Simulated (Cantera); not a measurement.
What does this Cantera script print?

```python
import numpy as np
import cantera as ct

gas = ct.Solution("gri30.yaml")
gas.TPX = 1125, 37000, {'CO': 0.0023, 'O2': 0.012, 'H2O': 0.00015, 'N2': 1}
reactor = ct.IdealGasConstPressureReactor(gas, energy="off", clone=False)
net = ct.ReactorNet([reactor])
net.rtol, net.atol = 1e-08, 1e-18
show = ['CO', 'O2', 'H2O', 'CO2', 'NO', 'O', 'NO2']
times = np.geomspace(4e-06, 100, 12)

steps = ct.SolutionArray(gas, extra=["t"])
rows = []
print(f"{'t/s':>10s}{'T/K':>9s}{'P/Pa':>11s}" + "".join(f"{s:>11s}" for s in show))
for t in times:
    while net.time < t:
        t_next = net.step()
        steps.append(gas.state, t=t_next)
    rows.append([np.interp(t, steps.t, y) for y in (steps.T, steps.P, *steps(*show).X.T)])
    print(f"{t:10.3e}{rows[-1][0]:9.1f}{rows[-1][1]:11.4g}" + "".join(f"{x:11.3e}" for x in rows[-1][2:]))
rate = np.gradient(steps.T, steps.t)
print("integrator steps:", len(steps.t))
if steps.T.max() > steps.T[0] + 200:
    print(f"time of steepest temperature rise: {steps.t[rate.argmax()]:.4e} s")
gas.TPX = 1125, 37000, {'CO': 0.0023, 'O2': 0.012, 'H2O': 0.00015, 'N2': 1}
gas.equilibrate("TP")
print(f"equilibrium (TP): T = {gas.T:.1f} K  " + "  ".join(f"{s} {gas[s].X[0]:.3e}" for s in show))
```

Output:

```
       t/s      T/K       P/Pa         CO         O2        H2O        CO2         NO          O        NO2
 4.000e-06   1125.0    3.7e+04  2.267e-03  1.183e-02  1.479e-04  5.494e-13  1.260e-24  5.494e-13  1.651e-34
 1.882e-05   1125.0    3.7e+04  2.267e-03  1.183e-02  1.479e-04  2.585e-12  2.643e-23  2.585e-12  1.046e-32
 8.854e-05   1125.0    3.7e+04  2.267e-03  1.183e-02  1.479e-04  1.217e-11  7.091e-22  1.216e-11  1.062e-30
 4.166e-04   1125.0    3.7e+04  2.267e-03  1.183e-02  1.479e-04  5.732e-11  1.944e-20  5.710e-11  1.437e-28
 1.960e-03   1125.0    3.7e+04  2.267e-03  1.183e-02  1.479e-04  2.738e-10  4.590e-19  2.686e-10  2.084e-26
 9.221e-03   1125.0    3.7e+04  2.267e-03  1.183e-02  1.479e-04  1.537e-09  1.084e-17  1.396e-09  9.108e-24
 4.338e-02   1125.0    3.7e+04  2.267e-03  1.183e-02  1.479e-04  3.177e-08  5.468e-16  2.306e-08  7.390e-20
 2.041e-01   1125.0    3.7e+04  1.630e-03  1.146e-02  1.399e-04  6.382e-04  9.597e-09  1.055e-04  2.743e-11
 9.602e-01   1125.0    3.7e+04  1.283e-04  1.077e-02  1.467e-04  2.141e-03  9.881e-08  9.065e-06  8.932e-10
 4.518e+00   1125.0    3.7e+04  5.674e-06  1.071e-02  1.478e-04  2.264e-03  1.291e-07  4.459e-07  3.132e-09
 2.125e+01   1125.0    3.7e+04  1.383e-07  1.071e-02  1.480e-04  2.270e-03  1.363e-07  2.565e-08  2.540e-09
 1.000e+02   1125.0    3.7e+04  9.264e-10  1.071e-02  1.480e-04  2.270e-03  1.390e-07  5.111e-09  1.216e-09
integrator steps: 1584
equilibrium (TP): T = 1125.0 K  CO 9.630e-11  O2 1.069e-02  H2O 1.480e-04  CO2 2.270e-03  NO 2.696e-05  O 7.898e-10  NO2 9.161e-08
```

Computed with Cantera and GRI-Mech 3.0 (53 species, 325 reactions).
